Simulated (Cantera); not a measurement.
An isothermal, constant-pressure homogeneous reactor starts with 2.72 % H2, 97.3 % O2, at 1123 K and 2670 Pa.

Model: the H2/O2 subset of GRI-Mech 3.0, which has no nitrogen chemistry, integrated in Cantera. Radical loss at walls, strong at low pressure, is not modelled.

x: mole fraction; the columns are a selection and need not sum to one.

| t (s) | x H2 | x O2 | x O | x HO2 | x OH | x H2O |
|---|---|---|---|---|---|---|
| 2.00e-5 | 0.0272 | 0.973 | 5.32e-11 | 2.05e-10 | 5.04e-11 | 5.22e-12 |
| 6.32e-5 | 0.0272 | 0.973 | 3.95e-10 | 6.52e-10 | 3.34e-10 | 1.19e-10 |
| 0.000200 | 0.0272 | 0.973 | 3.05e-9 | ? | 2.10e-9 | 2.30e-9 |
| 0.000632 | 0.0272 | 0.973 | 8.37e-8 | ? | 5.13e-8 | 1.04e-7 |
| 0.00200 | 0.0259 | 0.972 | 0.000764 | ? | 0.000452 | 0.00103 |
| 0.00632 | 0.000260 | 0.957 | 0.0142 | ? | 0.00138 | 0.0254 |
| 0.0200 | 0.000103 | 0.966 | 0.00583 | ? | 0.000869 | 0.0267 |
| 0.0632 | 2.05e-5 | 0.971 | 0.00117 | ? | 0.000388 | 0.0274 |
| 0.200 | 2.64e-6 | 0.972 | 0.000156 | ? | 0.000142 | 0.0275 |
| 0.632 | 3.44e-7 | 0.972 | 2.12e-5 | ? | 5.28e-5 | 0.0276 |
| 2.00 | 5.68e-8 | 0.972 | 3.63e-6 | ? | 2.19e-5 | 0.0276 |

Problem. Fill in the missing entries.

Solution. 
- 0.000200, x HO2: 2.08e-9
- 0.000632, x HO2: 7.52e-9
- 0.00200, x HO2: 4.48e-6
- 0.00632, x HO2: 5.32e-6
- 0.0200, x HO2: 3.81e-6
- 0.0632, x HO2: 1.77e-6
- 0.200, x HO2: 5.03e-7
- 0.632, x HO2: 1.07e-7
- 2.00, x HO2: 2.25e-8
